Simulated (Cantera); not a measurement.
Mixture: 5.46 % CH4, 0.600 % C2H6, 0.202 % C3H8, 10.8 % O2, 63.8 % N2, 19.1 % CO2, equivalence ratio 1.3, at 32.0 bar, adiabatic and at constant pressure. Ignition delay is the time to a rise of 400 K.

Detailed kinetics in Cantera: GRI-Mech 3.0 (53 species, 325 reactions). The pressure lies above the range GRI-Mech 3.0 was tuned for (to about 10 atm).

Question: Predict: delay at 1000 K; delay at 1075 K; delay at 1150 K; delay at 1225 K; delay at 1300 K; delay at 1375 K; delay at 1450 K; apparent activation energy between 1300 and 1450 K.

Answer: 
```
Quantity                                                 Value
--------------------------------------------------  ----------
delay at 1000 K                                        11.1 ms
delay at 1075 K                                        3.09 ms
delay at 1150 K                                        1.08 ms
delay at 1225 K                                       0.449 ms
delay at 1300 K                                       0.212 ms
delay at 1375 K                                       0.108 ms
delay at 1450 K                                        58.2 µs
apparent activation energy between 1300 and 1450 K  140 kJ/mol
```
